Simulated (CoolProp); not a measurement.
Vapour pressure (bar) of isohexane: the reference equation beside estimates from Tc = 497.7 K, pc = 30.43 bar, ω = 0.280. Clausius-Clapeyron is anchored at 358.1 K with a constant enthalpy of vaporisation of 26.20 kJ/mol.

Values from CoolProp's reference Helmholtz-energy equation of state, Lemmon 2006. It is a short technical equation, of lower accuracy than the large ones.

```
T (K)  reference  Lee-Kesler  Clausius-Clapeyron  van der Waals  Redlich-Kwong  Soave-Redlich-Kwong  Peng-Robinson
-----  ---------  ----------  ------------------  -------------  -------------  -------------------  -------------
349.5      1.648       1.650               1.685          6.199          2.733                1.649          1.643
353.8      1.860       1.865               1.881          6.595          3.026                1.863          1.854
358.1      2.093       2.100               2.093          7.007          3.341                2.099          2.086
362.4      2.347       2.357               2.323          7.436          3.679                2.356          2.339
366.7      2.624       2.638               2.572          7.881          4.040                2.637          2.616
371        2.925       2.942               2.842          8.343          4.426                2.943          2.916
375.3      3.252       3.273               3.132          8.822          4.838                3.275          3.243
379.6      3.605       3.630               3.445          9.318          5.275                3.635          3.596
383.9      3.987       4.016               3.780          9.832          5.739                4.024          3.979
388.2      4.399       4.432               4.140          10.36          6.232                4.444          4.391
392.5      4.841       4.879               4.525          10.91          6.752                4.896          4.836
396.8      5.316       5.358               4.936          11.48          7.303                5.382          5.313
401.1      5.826       5.871               5.375          12.07          7.883                5.902          5.826
405.3      6.358       6.407               5.830          12.66          8.480                6.446          6.361
```

Absolute difference from the reference over all 14 rows, mean and median: Lee-Kesler 0.6 and 0.7 %, Clausius-Clapeyron 4.2 and 4.1 %, van der Waals 173.4 and 164.9 %, Redlich-Kwong 48.3 and 47.5 %, Soave-Redlich-Kwong 0.8 and 0.8 %, Peng-Robinson 0.2 and 0.3 %.
